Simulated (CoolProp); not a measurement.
Saturation properties of n-nonane.

Values from CoolProp's reference Helmholtz-energy equation of state, Lemmon 2006. It is a short technical equation, of lower accuracy than the large ones.

| T (K) | p (kPa) | vapour density (kg/m³) | enthalpy of vaporisation (kJ/kg) | liquid cp (kJ/(kg K)) | vapour viscosity (µPa s) | liquid conductivity (mW/(m K)) |
|---|---|---|---|---|---|---|
| 310.9 | 1.245 | 0.06193 | 355.3 | 2.255 | 5.66 | 123 |
| 326 | 2.798 | 0.1330 | 346.8 | 2.314 | 5.93 | 119 |
| 341.1 | 5.759 | 0.2624 | 338.3 | 2.375 | 6.19 | 115 |
| 356.3 | 11.04 | 0.4838 | 329.6 | 2.438 | 6.44 | 112 |
| 371.4 | 19.76 | 0.8358 | 320.9 | 2.502 | 6.70 | 108 |
| 386.5 | 33.44 | 1.371 | 312.0 | 2.567 | 6.95 | 105 |
| 401.6 | 53.92 | 2.151 | 302.8 | 2.633 | 7.20 | 102 |
| 416.7 | 83.38 | 3.252 | 293.3 | 2.700 | 7.45 | 99.0 |
| 431.9 | 124.6 | 4.771 | 283.2 | 2.770 | 7.70 | 96.1 |
| 447 | 179.8 | 6.797 | 272.7 | 2.840 | 7.95 | 93.3 |
| 462.1 | 252.3 | 9.468 | 261.4 | 2.913 | 8.21 | 90.6 |
| 477.2 | 345.5 | 12.95 | 249.3 | 2.989 | 8.48 | 87.9 |
| 492.3 | 462.8 | 17.45 | 236.2 | 3.071 | 8.77 | 85.2 |
| 507.5 | 609.2 | 23.33 | 221.6 | 3.162 | 9.10 | 82.5 |
| 522.6 | 787.3 | 30.96 | 205.4 | 3.267 | 9.48 | 79.8 |

It boils at 423.9 K under 1 atm.

Viscosity comes from a separate model (Huber 2004). Thermal conductivity comes from a separate model (Huber 2005).
